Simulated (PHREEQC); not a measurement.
Make-up at 20 °C: 0.00014 mol CaSO4, 0.0013 mol Na2HPO4 and 0.048 mol KCl per kg of water. Closed to the air; pH follows from the charge balance.

All values are PHREEQC results (ion-association model, wateq4f.dat), not measurements.

| quantity | before | after |
|---|---|---|
| pH | 8.69 | 8.56 |
| HPO4-2 (mol/kgw) | 0.00119 | 0.00116 |
| KHPO4- (mol/kgw) | 5.04e-5 | 4.91e-5 |
| H2PO4- (mol/kgw) | 2.24e-5 | 2.97e-5 |
| SI of Gypsum (CaSO4:2H2O) | -3.97 | -3.35 |
| SI of Halite (NaCl) | -5.65 | -5.65 |

Q: Name the change that produced these shifts.
A) Na2HPO4 from 0.0013 to 0.00026 mol/kgw
B) CaSO4 from 0.00014 to 0.000154 mol/kgw
C) CaSO4 from 0.00014 to 0.00028 mol/kgw
D) temperature from 20 to 60 °C
E) 0.00073 mol/kgw TMAH added

A: C, CaSO4 from 0.00014 to 0.00028 mol/kgw

This is a speciation only: nothing precipitates in the calculation. Some of these states are supersaturated (in Hydroxyapatite, for instance). H3PO4, which wateq4f.dat lacks, is added to it with the constant of phreeqc.dat.
